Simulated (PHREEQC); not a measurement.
Make-up at 25 °C: 0.0067 mol CdCl2, 0.112 mol NaF and 0.28 mol NaCl per kg of water. Closed to the air; pH follows from the charge balance.

Equilibrium calculation in PHREEQC: ion-association model, wateq4f.dat.

This is a speciation only: nothing precipitates in the calculation.

### Question
Estimate the pH.

### Answer
pH 7.05.

### Question
In which forms is F present?

### Answer
F- 91 %, NaF 8.6 % of the F.

Complexes and solids missing from the database can't appear.
